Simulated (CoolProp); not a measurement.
Properties of sulfur dioxide along the isobar 35 MPa (Tc = 430.6 K, pc = 7.887 MPa, ω = 0.256).

The numbers come from the reference Helmholtz-energy equation of state, Gao 2016 in CoolProp.

| T (K) | phase | cv (kJ/(kg K)) | isothermal compressibility (1/MPa) |
|---|---|---|---|
| 310 | liquid | 0.7983 | 0.001163 |
| 323.8 | liquid | 0.7920 | 0.001317 |
| 337.5 | liquid | 0.7861 | 0.001500 |
| 351.3 | liquid | 0.7804 | 0.001720 |
| 365 | liquid | 0.7749 | 0.001982 |
| 378.8 | liquid | 0.7696 | 0.002303 |
| 392.5 | liquid | 0.7646 | 0.002692 |
| 406.3 | liquid | 0.7599 | 0.003171 |
| 420 | liquid | 0.7556 | 0.003756 |
| 433.8 | supercritical | 0.7517 | 0.004480 |
| 447.5 | supercritical | 0.7481 | 0.005360 |
| 461.3 | supercritical | 0.7448 | 0.006440 |
| 475 | supercritical | 0.7417 | 0.007730 |
| 488.8 | supercritical | 0.7388 | 0.009265 |
